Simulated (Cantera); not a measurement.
A perfectly stirred reactor is fed with 3.45 % C₃H₈, 20.3 % O₂, 76.3 % N₂, equivalence ratio 0.85, at 0.987 atm; it is adiabatic with a 350 K inlet, and is followed from long to short residence time, starting on the burning branch (τ in s: 0.042, 0.02, 0.0092, 0.0043, 0.002, 0.00096, 0.00045, 0.00021, 0.0001, 4.7e-05, 2.2e-05, 1e-05).

Detailed kinetics in Cantera: GRI-Mech 3.0 (53 species, 325 reactions). GRI-Mech 3.0 was tuned for natural gas; its chemistry of propane as a main component is partial and can be far from experiment.

x: mole fraction; the columns are a selection and need not sum to one.

| τ (s) | T (K) | x C₃H₈ | x O₂ | x C₂H₂ | x NO | x CO |
|---|---|---|---|---|---|---|
| 0.042 | 2124 | 5.12e-7 | 0.0308 | ? | 0.000512 | 0.00486 |
| 0.020 | 2104 | 9.53e-7 | 0.0317 | ? | 0.000341 | 0.00651 |
| 0.0092 | 2074 | 1.77e-6 | 0.0329 | ? | 0.000219 | 0.00888 |
| 0.0043 | 2036 | 3.19e-6 | 0.0344 | ? | 0.000141 | 0.0118 |
| 0.0020 | 1990 | 5.75e-6 | 0.0363 | ? | 9.34e-5 | 0.0151 |
| 0.00096 | 1939 | 1.04e-5 | 0.0384 | ? | 6.44e-5 | 0.0187 |
| 0.00045 | 1879 | 2.00e-5 | 0.0412 | ? | 4.39e-5 | 0.0231 |
| 0.00021 | 1810 | 4.32e-5 | 0.0454 | ? | 2.78e-5 | 0.0293 |
| 0.00010 | 1713 | 0.000119 | 0.0536 | ? | 1.39e-5 | 0.0403 |
| 4.7e-5 | 350 | 0.0345 | 0.203 | <1e-12 | <1e-12 | <1e-12 |
| 2.2e-5 | 350 | 0.0345 | 0.203 | <1e-12 | <1e-12 | <1e-12 |
| 1.0e-5 | 350 | 0.0345 | 0.203 | <1e-12 | <1e-12 | <1e-12 |

Q: Fill in the missing entries.

A: 
- 0.042, x C₂H₂: 1.82e-6
- 0.020, x C₂H₂: 2.55e-6
- 0.0092, x C₂H₂: 3.46e-6
- 0.0043, x C₂H₂: 4.62e-6
- 0.0020, x C₂H₂: 6.27e-6
- 0.00096, x C₂H₂: 8.78e-6
- 0.00045, x C₂H₂: 1.36e-5
- 0.00021, x C₂H₂: 2.45e-5
- 0.00010, x C₂H₂: 6.24e-5
